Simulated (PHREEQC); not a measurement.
0.01 mol of Fluorite (CaF2) is brought to equilibrium with 1 kg of water holding 0.001 mol/kgw NaCl, at 25 °C, the pH being set by adding NaOH or HCl. Oxygen alone is held at its pressure in air (log pO2 = -0.68). CO2 from the air is kept out. Only these solids could form: Fluorite.

All values are PHREEQC results (ion-association model, phreeqc.dat), not measurements.

| pH | dissolved Ca (mol/kgw) | dissolved F (mol/kgw) | CaOH+ (mol/kgw) |
|---|---|---|---|
| 5 | 0.000204 | 0.000407 | 2.96e-12 |
| 5.58 | 0.000202 | 0.000404 | 1.12e-11 |
| 6.17 | 0.000202 | 0.000404 | 4.34e-11 |
| 6.75 | 0.000202 | 0.000403 | 1.65e-10 |
| 7.33 | 0.000202 | 0.000403 | 6.28e-10 |
| 7.92 | 0.000202 | 0.000403 | 2.44e-9 |
| 8.5 | 0.000202 | 0.000403 | 9.28e-9 |
| 9.08 | 0.000202 | 0.000404 | 3.53e-8 |
| 9.67 | 0.000202 | 0.000404 | 1.37e-7 |
| 10.25 | 0.000203 | 0.000406 | 5.20e-7 |
| 10.83 | 0.000206 | 0.000412 | 1.96e-6 |
| 11.42 | 0.000216 | 0.000431 | 7.37e-6 |
| 12 | 0.000242 | 0.000483 | 2.57e-5 |
